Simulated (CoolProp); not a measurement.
Properties of the fluoroketone C6F12O (FK-5-1-12) along the isobar 0.101 MPa.

The numbers come from the reference Helmholtz-energy equation of state, McLinden 2015 in CoolProp.

| T (K) | phase | density (kg/m³) | cp (kJ/(kg K)) | speed of sound (m/s) | fugacity coefficient |
|---|---|---|---|---|---|
| 188 | liquid | 1907 | 1.132 | 868.0 | 8.906e-5 |
| 214 | liquid | 1837 | 1.105 | 779.7 | 0.001767 |
| 240 | liquid | 1767 | 1.092 | 692.6 | 0.01588 |
| 266 | liquid | 1696 | 1.090 | 607.2 | 0.08343 |
| 292 | liquid | 1621 | 1.099 | 523.7 | 0.3001 |
| 318 | liquid | 1541 | 1.118 | 441.7 | 0.8184 |
| 344 | gas | 11.74 | 0.9148 | 92.06 | 0.9528 |
| 370 | gas | 10.78 | 0.9360 | 96.60 | 0.9640 |
| 396 | gas | 9.982 | 0.9606 | 100.7 | 0.9719 |
| 422 | gas | 9.308 | 0.9867 | 104.5 | 0.9778 |
| 448 | gas | 8.727 | 1.014 | 108.1 | 0.9821 |
| 474 | gas | 8.220 | 1.041 | 111.6 | 0.9855 |
| 500 | gas | 7.771 | 1.067 | 114.8 | 0.9881 |
